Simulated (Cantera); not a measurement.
Feed: 1 mol CCl₄, 0.54 mol Si, 18 mol H₂, held at 10.0 mbar.

Method: chemical equilibrium by Gibbs-energy minimisation in Cantera with the NASA 1993 tables (ideal gas, pure condensed phases). Candidate condensed phases: C, C₆H₆, C₇H₈, C₈H₁₈, Si, SiC; 109 gas species. The numbers say what is thermodynamically allowed, not how fast it happens.

Over these rows the condensed part is C(graphite) + SiC(s). Partial pressures as log10 of bar:

```csv
T (K),1000/T (1/K),log p SiHCl₃,log p H₂,log p HCl
1200,0.8333,-6.14,-2.10,-2.71
1300,0.7692,-6.59,-2.10,-2.70
1400,0.7143,-6.99,-2.10,-2.70
1500,0.6667,-7.34,-2.10,-2.70
1600,0.6250,?,-2.10,-2.71
1700,0.5882,-7.92,-2.10,-2.71
```

Question: Fit log p(SiHCl₃) = a + b·(1000/T) to the five rows, give the apparent enthalpy, and predict the row at 1600 K.

Answer: Means: 1000/T = 0.7143, log p = -6.996. Sxy = 0.257044, Sxx = 0.0353420, so b = 7.27 and a = -6.996 − (7.27)×0.7143 = -12.19.
Apparent enthalpy: −19.145 × (7.27) = -139 kJ/mol. With the condensed phases at unit activity, SiC(s) + 3 HCl(g) = SiHCl₃(g) + C(graphite) + H₂(g) links this pressure to the main gases: over the six rows their terms move log p by +0.00 in all, so the slope is close to that reaction's ΔH°. The five rows lie within 0.01 of the line.
Prediction at 1600 K: -12.19 + (7.27)×0.6250 = -7.65. The computed value is -7.65, 0.00 from the line.
